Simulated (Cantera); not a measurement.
What does this Cantera script print?

```python
import numpy as np
import cantera as ct

gas_names = """
    CL CL2 H HCL H2 Si SiCL SiCL2 SiCL3 SiCL4 SiH SiHCL3 SiH2 SiH2CL2 SiH3 SiH3CL SiH4 Si2 Si3
""".split()
cond_names = """
    Si(cr) Si(L)
""".split()


# ... load() reads the species with a 1 bar reference pressure and builds the phases ...
atoms = {
    'SiCl4': {'Si': 1, 'CL': 4},
    'HCl': {'H': 1, 'CL': 1},
    'H2': {'H': 2},
}
top_T = {}  # K; cautious upper limits of use, not melting points


# ... equilibrate(T, P, feed) seeds the gas with the atoms and calls Mixture.equilibrate('TP', solver="vcs", rtol=1e-11, max_steps=5000) ...
results = []
feed = {'SiCl4': 1, 'HCl': 3.8, 'H2': 8.8}  # mol
T = 1125  # K
P = 100000  # Pa
mix = equilibrate(T, P, feed)
results.append((T, P, feed, dict(zip(mix.species_names, mix.species_moles))))
print(gas.report(threshold=1e-05))
for i in range(1, mix.n_phases):
    print(f"{mix.phase(i).name:16s} {mix.phase_moles(i):12.5e} mol")
```

Result:

```
       temperature   1125 K
          pressure   1e+05 Pa
           density   0.25636 kg/m^3
  mean mol. weight   23.98 kg/kmol
   phase of matter   gas

                          1 kg             1 kmol
                     ---------------   ---------------
          enthalpy       -1.8852e+06       -4.5206e+07  J
   internal energy       -2.2753e+06        -5.456e+07  J
           entropy            8945.5        2.1451e+05  J/K
    Gibbs function       -1.1949e+07       -2.8653e+08  J
 heat capacity c_p            1531.7             36729  J/K
 heat capacity c_v              1185             28415  J/K

                      mass frac. Y      mole frac. X     chem. pot. / RT
                     ---------------   ---------------   ---------------
               HCL           0.42945           0.28246           -35.717
                H2          0.054144           0.64402           -18.246
             SiCL2        4.5679e-05        1.1066e-05           -67.176
             SiCL3         0.0014111        0.00025171            -93.77
             SiCL4           0.49913          0.070453           -120.36
            SiHCL3           0.01576         0.0027901           -102.89
           SiH2CL2        5.7111e-05        1.3559e-05           -85.423
     [  +12 minor]        7.1077e-08        6.7219e-08

Si(cr)            0.00000e+00 mol
```

Method: chemical equilibrium by Gibbs-energy minimisation in Cantera with the NASA 1993 tables (ideal gas, pure condensed phases). The tables' values for SiCl3 are old estimates; treat these amounts as uncertain.
